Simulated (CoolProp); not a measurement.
The numbers come from the reference Helmholtz-energy equation of state, Guder 2009 in CoolProp.

Problem. Give the vapour pressure (MPa), surface tension (mN/m), liquid conductivity (mW/(m K)) of saturated sulfur hexafluoride at -21.35, -9.45, 10.35 °C.

Solution. 
| T (°C) | p (MPa) | surface tension (mN/m) | liquid conductivity (mW/(m K)) |
|---|---|---|---|
| -21.35 | 0.660 | 7.37 | 68.5 |
| -9.45 | 0.955 | 5.74 | 64.8 |
| 10.35 | 1.65 | 3.25 | 58.2 |

Thermal conductivity comes from a separate model (Assael 2012). Surface tension comes from a separate correlation (Mulero 2012).
